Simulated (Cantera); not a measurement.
A perfectly stirred reactor is fed with 13.9 % C₃H₈, 86.1 % H₂, at 1.28 Torr; it is held at 1473 K, and followed from long to short residence time.

Cantera simulation using GRI-Mech 3.0 (53 species, 325 reactions); the numbers are that mechanism's predictions, not measurements. GRI-Mech 3.0 was tuned for natural gas; its chemistry of propane as a main component is partial and can be far from experiment. GRI-Mech 3.0 stops at C3 and has no aromatics, soot or wall deposition, so with more carbon than oxygen in the feed, carbon stays in small species such as C2H2 where larger ones or solid carbon would form. Radical loss at walls, strong at low pressure, is not modelled.

x: mole fraction; the columns are a selection and need not sum to one.

```
τ (s)      x C₃H₈   x H₂    x CH₂    x C₂H₆   x C₂H₄    x CH₄     x C₂H
-------  --------  -----  -------  --------  -------  -------  --------
1.6      0.000291  0.795  9.01e-7   5.35e-5  0.00656   0.0857   1.99e-7
0.41      0.00100  0.780  1.41e-6  0.000111   0.0174    0.104   2.05e-7
0.11      0.00324  0.770  2.16e-6  0.000212   0.0385    0.114         ?
0.028      0.0105  0.766  3.56e-6  0.000435   0.0654    0.111         ?
0.0073     0.0334  0.779  5.48e-6  0.000883   0.0736   0.0865         ?
0.0019     0.0924  0.824  4.63e-6  0.000877   0.0350   0.0313         ?
0.00050     0.131  0.855  9.00e-7  0.000254  0.00517  0.00311  4.29e-12
```

### Question
What belongs in the gaps?

### Answer

- 0.11, x C₂H: 1.84e-7
- 0.028, x C₂H: 1.20e-7
- 0.0073, x C₂H: 3.59e-8
- 0.0019, x C₂H: 1.22e-9
